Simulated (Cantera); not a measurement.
Carbothermic reduction: Cu2O + C + CO

Input: 1 mol Cu2O, 2 mol C, 0.025 mol CO, equilibrated at 0.730 bar.

Cantera equilibrium calculation (NASA polynomials, part measured and part estimated; ideal gas, pure solids and liquids). Candidate condensed phases: C, Cu, CuO, Cu2O; 15 gas species. The numbers say what is thermodynamically allowed, not how fast it happens.

```json
[
 {"T (K)": "1075", "x CO": "0.917", "x CO2": "0.0834", "x Cu": "3.50e-10", "x Cu2": "<1e-12", "n C(graphite)": "1.08", "n Cu(s)": "2.00", "n Cu(l)": "0"},
 {"T (K)": "1150", "x CO": "0.973", "x CO2": "0.0273", "x Cu": "3.96e-9", "x Cu2": "<1e-12", "n C(graphite)": "1.03", "n Cu(s)": "2.00", "n Cu(l)": "0"},
 {"T (K)": "1225", "x CO": "0.990", "x CO2": "0.00959", "x Cu": "3.31e-8", "x Cu2": "1.25e-12", "n C(graphite)": "1.01", "n Cu(s)": "2.00", "n Cu(l)": "0"},
 {"T (K)": "1300", "x CO": "0.996", "x CO2": "0.00375", "x Cu": "2.16e-7", "x Cu2": "1.77e-11", "n C(graphite)": "1.00", "n Cu(s)": "2.00", "n Cu(l)": "0"},
 {"T (K)": "1375", "x CO": "0.998", "x CO2": "0.00162", "x Cu": "1.13e-6", "x Cu2": "1.82e-10", "n C(graphite)": "1.00", "n Cu(s)": "0", "n Cu(l)": "2.00"},
 {"T (K)": "1450", "x CO": "0.999", "x CO2": "0.000765", "x Cu": "4.71e-6", "x Cu2": "1.32e-9", "n C(graphite)": "1.00", "n Cu(s)": "0", "n Cu(l)": "2.00"},
 {"T (K)": "1525", "x CO": "1.000", "x CO2": "0.000390", "x Cu": "1.70e-5", "x Cu2": "7.83e-9", "n C(graphite)": "1.00", "n Cu(s)": "0", "n Cu(l)": "2.00"},
 {"T (K)": "1600", "x CO": "1.000", "x CO2": "0.000212", "x Cu": "5.45e-5", "x Cu2": "3.90e-8", "n C(graphite)": "1.00", "n Cu(s)": "0", "n Cu(l)": "2.00"}
]
```
x: gas mole fraction; n: condensed amount in mol.

From 1075 K to 1300 K the condensed part is C(graphite) + Cu(s). From 1375 K to 1600 K the condensed part is C(graphite) + Cu(l).
